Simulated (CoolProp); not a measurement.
Values from CoolProp's reference Helmholtz-energy equation of state, Penoncello 2003.

Q: Give the vapour pressure (kPa), enthalpy of vaporisation (kJ/kg), vapour Z, liquid viscosity (µPa s) of saturated CHF3 (R23) at -40.65, -33.85 °C.

A: 
```
T (°C)  p (kPa)  enthalpy of vaporisation (kJ/kg)  vapour Z  liquid viscosity (µPa s)
------  -------  --------------------------------  --------  ------------------------
-40.65      690                               200     0.854                       168
-33.85      882                               192     0.828                       153
```

Viscosity comes from a separate model (Shan 2000).
